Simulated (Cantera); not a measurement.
A perfectly stirred reactor is fed with CH₄ : H₂O = 1 : 0.96 (molar parts), at 5.00 bar; it is held at 1523 K, and followed from long to short residence time.

Cantera simulation using GRI-Mech 3.0 (53 species, 325 reactions); the numbers are that mechanism's predictions, not measurements.

x: mole fraction; the columns are a selection and need not sum to one.

```csv
τ (s),x CH₄,x H₂O,x CO₂,x C₂H₄,x CH₃
11,0.167,0.206,0.0167,0.0121,5.08e-5
3.2,0.184,…,…,…,…
0.95,0.199,0.332,0.00970,0.0226,6.65e-5
0.28,0.232,0.383,0.00364,0.0215,7.63e-5
0.083,0.312,0.424,0.000689,0.0143,9.90e-5
0.024,0.406,0.458,6.83e-5,0.00862,0.000135
0.0071,0.469,0.479,…,…,0.000166
0.0021,0.498,0.488,2.24e-7,0.00248,0.000169
```

Task: What belongs in the gaps?

Result: 
- 3.2, x H₂O: 0.270
- 3.2, x CO₂: 0.0151
- 3.2, x C₂H₄: 0.0183
- 3.2, x CH₃: 5.96e-5
- 0.0071, x CO₂: 4.76e-6
- 0.0071, x C₂H₄: 0.00599
